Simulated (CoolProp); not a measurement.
Model: reference Helmholtz-energy equation of state, Schmidt 1985, in CoolProp.

### Question
Give the vapour pressure (bar), enthalpy of vaporisation (kJ/kg), vapour Z, surface tension (mN/m) of saturated oxygen at 142.4 K.

### Answer
| T (K) | p (bar) | enthalpy of vaporisation (kJ/kg) | vapour Z | surface tension (mN/m) |
|---|---|---|---|---|
| 142.4 | 30.9 | 117 | 0.627 | 1.71 |

Surface tension comes from a separate correlation (Mulero 2012).
